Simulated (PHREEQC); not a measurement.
Make-up at 60 °C: 27 mmol/kgw CdCl2, 1.3 mmol/kgw MgSO4, 0.17 mmol/kgw HCl and 0.63 mmol/kgw NaCl. Closed to the air; pH follows from the charge balance.

All values are PHREEQC results (ion-association model, phreeqc.dat), not measurements.

| quantity | before | after |
|---|---|---|
| pH | 3.87 | 4.57 |
| ionic strength (mol/kgw) | 0.0488 | 0.0487 |
| Cl- (mol/kgw) | 0.0359 | 0.0358 |
| Mg+2 (mol/kgw) | 0.00121 | 0.00120 |
| SO4-2 (mol/kgw) | 0.000731 | 0.000736 |
| MgSO4 (mol/kgw) | 9.40e-5 | 9.47e-5 |
| SI of Halite (NaCl) | -6.42 | -6.43 |

Task: Name the change that produced these shifts.
(A) HCl from 0.00017 to 0.00034 mol/kgw
(B) HCl from 0.00017 to 3.4e-05 mol/kgw
(C) HCl from 0.00017 to 0.000255 mol/kgw
(D) temperature from 60 to 55 °C
(E) CdCl2 replaced by AlCl3 at the same molality

Result: B, HCl from 0.00017 to 3.4e-05 mol/kgw

Precipitation was switched off in this run. At this temperature some constants are extrapolated from 25 °C, and those without enthalpy data are left unchanged.
